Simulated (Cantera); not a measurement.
A closed system holds: 1 mol Fe2O3, 0.92 mol C, 1 mol N2, held at 0.000650 bar.

Cantera equilibrium calculation (NASA polynomials, part measured and part estimated; ideal gas, pure solids and liquids). Candidate condensed phases: C, Fe, Fe(CO)5, FeO, Fe2O3, Fe3O4; 27 gas species. Mutual solubility and eutectic melting of coexisting phases are not modelled. The tables' stoichiometric FeO is somewhat more stable than real wüstite, so its field is too wide. FeO: taken at fixed stoichiometry. Kinetics and transport are ignored.

log p: log10 of the partial pressure in bar; n: condensed amount in mol.

| T (K) | log p N2 | log p CO | log p CO2 | log p Fe | log p FeO | n Fe(α) | n FeO(s) | n Fe(γ) |
|---|---|---|---|---|---|---|---|---|
| 925 | -3.47 | -3.62 | -4.15 | <-15 | <-15 | 0.129 | 1.87 | 0 |
| 1000 | -3.47 | -3.61 | -4.20 | -13.83 | <-15 | 0.108 | 1.89 | 0 |
| 1075 | -3.47 | -3.60 | -4.24 | -12.35 | <-15 | 0.0918 | 1.91 | 0 |
| 1150 | -3.47 | -3.59 | -4.26 | -11.07 | ? | 0.0807 | 1.92 | 0 |
| 1225 | -3.47 | -3.58 | -4.29 | -9.95 | ? | 0 | 1.93 | 0.0718 |
| 1300 | -3.47 | -3.58 | -4.31 | -8.96 | ? | 0 | 1.94 | 0.0642 |
| 1375 | -3.47 | -3.58 | -4.33 | -8.09 | ? | 0 | 1.94 | 0.0576 |
| 1450 | -3.47 | -3.57 | -4.35 | -7.30 | ? | 0 | 1.95 | 0.0515 |

Q: Fill in the missing entries.

A: 
- 1150, log p FeO: -14.92
- 1225, log p FeO: -13.51
- 1300, log p FeO: -12.28
- 1375, log p FeO: -11.18
- 1450, log p FeO: -10.20
